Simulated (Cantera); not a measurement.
## Cu2O + C + CO (carbothermic reduction)

Feed: 1 mol Cu2O, 2.2 mol C, 0.049 mol CO, equilibrated at 100 Torr.

Cantera equilibrium calculation (NASA polynomials, part measured and part estimated; ideal gas, pure solids and liquids). Candidate condensed phases: C, Cu, CuO, Cu2O; 15 gas species. The numbers say what is thermodynamically allowed, not how fast it happens.

From 752 °C to 1052 °C the condensed part is C(graphite) + Cu(s). At 1102 °C the condensed part is C(graphite) + Cu(l).

| T (°C) | x CO | x CO2 | x Cu | n C(graphite) | n Cu(s) | n Cu(l) |
|---|---|---|---|---|---|---|
| 752 | 0.958 | 0.0421 | 3.11e-10 | 1.24 | 2.00 | 0 |
| 802 | 0.983 | 0.0175 | 1.92e-9 | 1.22 | 2.00 | 0 |
| 852 | 0.992 | 0.00768 | 1.00e-8 | 1.21 | 2.00 | 0 |
| 902 | 0.996 | 0.00359 | 4.54e-8 | 1.20 | 2.00 | 0 |
| 952 | 0.998 | 0.00178 | 1.81e-7 | 1.20 | 2.00 | 0 |
| 1002 | 0.999 | 0.000933 | 6.49e-7 | 1.20 | 2.00 | 0 |
| 1052 | 0.999 | 0.000514 | 2.11e-6 | 1.20 | 2.00 | 0 |
| 1102 | 1.000 | 0.000297 | 6.17e-6 | 1.20 | 0 | 2.00 |
x: gas mole fraction; n: condensed amount in mol.
